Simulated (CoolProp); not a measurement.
Computed with CoolProp (reference Helmholtz-energy equation of state, de Vries 1995).

Q: Give the vapour pressure (kPa), enthalpy of vaporisation (kJ/kg), vapour Z, surface tension (mN/m) of saturated R124 at 308.8, 317.4, 334.5 K.

A: 
| T (K) | p (kPa) | enthalpy of vaporisation (kJ/kg) | vapour Z | surface tension (mN/m) |
|---|---|---|---|---|
| 308.8 | 525 | 140 | 0.865 | 8.41 |
| 317.4 | 666 | 135 | 0.841 | 7.42 |
| 334.5 | 1030 | 122 | 0.785 | 5.52 |

Surface tension comes from a separate correlation (Mulero 2012).
